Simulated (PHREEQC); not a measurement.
Solution (25 °C): 1 mmol/kgw Na2S and 0.24 mmol/kgw MnCl2. Closed to the air; pH follows from the charge balance.

Computed with PHREEQC (ion-association model, wateq4f.dat).

Precipitation was switched off in this run.

**Question.** Estimate the pH, ionic strength.

**Answer.** pH 10.90; ionic strength 0.00243 mol/kgw.

**Question.** In which forms is Mn present?

**Answer.** MnOH+ 63 %, Mn+2 36 % of the Mn.

Saturation is exceeded, for instance for Pyrochroite; the values hold only as long as no solid forms. Species that the database lacks are ignored. The polysulfide entries of wateq4f.dat were taken out for this run.
